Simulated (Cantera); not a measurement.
A closed system holds: 1 mol SiCl4, 3.1 mol NH3, 14 mol N2, held at 13.3 mbar.

Cantera equilibrium calculation (NASA polynomials, part measured and part estimated; ideal gas, pure solids and liquids). Candidate condensed phases: NH4Cl, Si, Si3N4; 28 gas species. The numbers say what is thermodynamically allowed, not how fast it happens.

Which condensed phases are stable at each of these points (T (K)): 725, 825, 925, 1025, 1125, 1225, 1325, 1425, 1525, 1625, 1725, 1825, 1925?


```json
[
 {"T (K)": "725", "condensed phases": "Si3N4(s)", "Si condensed (%)": "78.6"},
 {"T (K)": "825", "condensed phases": "Si3N4(s)", "Si condensed (%)": "84.7"},
 {"T (K)": "925", "condensed phases": "Si3N4(s)", "Si condensed (%)": "88.7"},
 {"T (K)": "1025", "condensed phases": "Si3N4(s)", "Si condensed (%)": "91.3"},
 {"T (K)": "1125", "condensed phases": "Si3N4(s)", "Si condensed (%)": "93.0"},
 {"T (K)": "1225", "condensed phases": "Si3N4(s)", "Si condensed (%)": "93.5"},
 {"T (K)": "1325", "condensed phases": "Si3N4(s)", "Si condensed (%)": "91.3"},
 {"T (K)": "1425", "condensed phases": "Si3N4(s)", "Si condensed (%)": "80.7"},
 {"T (K)": "1525", "condensed phases": "Si3N4(s)", "Si condensed (%)": "55.4"},
 {"T (K)": "1625", "condensed phases": "Si3N4(s)", "Si condensed (%)": "20.5"},
 {"T (K)": "1725", "condensed phases": "gas only", "Si condensed (%)": "0.0"},
 {"T (K)": "1825", "condensed phases": "gas only", "Si condensed (%)": "0.0"},
 {"T (K)": "1925", "condensed phases": "gas only", "Si condensed (%)": "0.0"}
]
```

From 725 K to 1625 K the condensed part is Si3N4(s). From 1725 K to 1925 K nothing is condensed.
